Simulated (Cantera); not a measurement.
A jet of CH₄ : O₂ : N₂ = 0.01 : 0.058 : 0.79 (molar parts) at 300 K and 33.8 Torr hits a platinum plate 3.7 cm away at a mass flux of 0.13 kg/m²/s; the plate temperature is set and raised in steps from an oxygen-covered start.

Model: Deutschmann's 1995 Pt surface mechanism with GRI-Mech 3.0 gas chemistry, integrated in Cantera. Catalytic surfaces can have several steady states; this one follows from the mechanism file's or the stated starting coverage.

x: mole fraction at the wall; θ: surface coverage.

| plate T (K) | wall x CH₄ | wall x O₂ | wall x H₂O | wall x OH | wall x CO | wall x CO₂ | θ free Pt | θ O* |
|---|---|---|---|---|---|---|---|---|
| 900 | [?] | 0.0620 | 0.00491 | 1.73e-8 | 4.04e-6 | 0.00322 | 0.267 | 0.733 |
| 950 | [?] | 0.0593 | 0.00723 | 5.76e-8 | 4.85e-6 | 0.00475 | 0.342 | 0.658 |
| 1000 | [?] | 0.0569 | 0.00939 | 1.63e-7 | 5.64e-6 | 0.00618 | 0.417 | 0.582 |
| 1050 | [?] | 0.0547 | 0.0112 | 4.01e-7 | 6.48e-6 | 0.00740 | 0.491 | 0.508 |
| 1100 | [?] | 0.0531 | 0.0127 | 8.92e-7 | 7.46e-6 | 0.00836 | 0.561 | 0.438 |

### Question
Some entries are withheld; supply them.

### Answer

- 900, wall x CH₄: 0.00902
- 950, wall x CH₄: 0.00776
- 1000, wall x CH₄: 0.00659
- 1050, wall x CH₄: 0.00558
- 1100, wall x CH₄: 0.00478
